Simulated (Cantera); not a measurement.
Standard-state values (1 bar) from the NASA 1993 polynomials, evaluated with Cantera. Values are per mole of reaction as written; species without (g) are pure solids or liquids, kept so even where they would boil at 1 bar. TiC: taken at fixed stoichiometry.

3 CO(g) + TiO(g) → 2 CO2(g) + TiC, with ΔH° = -693.9 kJ and ΔS° = -374.7 J/K at 300 K.

Question: How far is the shortcut ΔG° ≈ ΔH°(300 K) − T·ΔS°(300 K) from the full temperature-dependent value at 1150, 1200, 1250, 1300, 1350 K?

Answer: 
```json
[
 {"T (K)": "1150", "shortcut (kJ)": "-263.0", "full (kJ)": "-267.7", "difference (kJ)": "4.7", "difference in log10 K": "-0.21"},
 {"T (K)": "1200", "shortcut (kJ)": "-244.3", "full (kJ)": "-249.8", "difference (kJ)": "5.5", "difference in log10 K": "-0.24"},
 {"T (K)": "1250", "shortcut (kJ)": "-225.5", "full (kJ)": "-231.9", "difference (kJ)": "6.3", "difference in log10 K": "-0.26"},
 {"T (K)": "1300", "shortcut (kJ)": "-206.8", "full (kJ)": "-214.0", "difference (kJ)": "7.2", "difference in log10 K": "-0.29"},
 {"T (K)": "1350", "shortcut (kJ)": "-188.1", "full (kJ)": "-196.2", "difference (kJ)": "8.1", "difference in log10 K": "-0.31"}
]
```
The shortcut ignores the heat-capacity change of the reaction.
